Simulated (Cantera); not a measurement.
Input: 1 mol V, 0.19 mol NH3, 11 mol H2, at 10.0 mbar.

Equilibrium computed with Cantera from the NASA thermochemical tables; the gas is ideal and each condensed phase is pure. Candidate condensed phases: V, VN; 11 gas species. Mutual solubility and eutectic melting of coexisting phases are not modelled. VN: taken at fixed stoichiometry. Condensed phases not in the tables: V2N, N, O or C dissolved in the metal. The numbers say what is thermodynamically allowed, not how fast it happens.

x: gas mole fraction; n: condensed amount in mol.

```json
[
 {"T (K)": "1725", "x H2": "0.994", "x H": "0.00185", "x V": "1.81e-6", "x N2": "0.00366", "x N": "5.50e-12", "n V(s)": "0.893", "n VN(s)": "0.107", "n V(l)": "0"},
 {"T (K)": "1875", "x H2": "0.985", "x H": "?", "x V": "?", "x N2": "0.00832", "x N": "?", "n V(s)": "1.000", "n VN(s)": "0", "n V(l)": "0"},
 {"T (K)": "2025", "x H2": "0.972", "x H": "?", "x V": "?", "x N2": "0.00827", "x N": "?", "n V(s)": "0.996", "n VN(s)": "0", "n V(l)": "0"},
 {"T (K)": "2175", "x H2": "0.942", "x H": "0.0474", "x V": "0.00261", "x N2": "0.00813", "x N": "8.31e-9", "n V(s)": "0.969", "n VN(s)": "0", "n V(l)": "0"},
 {"T (K)": "2325", "x H2": "0.875", "x H": "0.103", "x V": "0.0144", "x N2": "0.00780", "x N": "4.52e-8", "n V(s)": "0", "n VN(s)": "0", "n V(l)": "0.825"},
 {"T (K)": "2475", "x H2": "0.737", "x H": "0.193", "x V": "0.0632", "x N2": "0.00701", "x N": "1.94e-7", "n V(s)": "0", "n VN(s)": "0", "n V(l)": "0.144"},
 {"T (K)": "2625", "x H2": "0.598", "x H": "0.328", "x V": "0.0675", "x N2": "0.00641", "x N": "7.05e-7", "n V(s)": "0", "n VN(s)": "0", "n V(l)": "0"},
 {"T (K)": "2775", "x H2": "0.438", "x H": "0.496", "x V": "0.0608", "x N2": "0.00577", "x N": "2.21e-6", "n V(s)": "0", "n VN(s)": "0", "n V(l)": "0"}
]
```

**Question.** Complete the blanks.

**Answer.** 
- 2025, x H: 0.0190
- 2025, x V: 0.000335
- 2025, x N: 1.17e-9
- 1875, x H: 0.00651
- 1875, x V: 3.05e-5
- 1875, x N: 1.20e-10
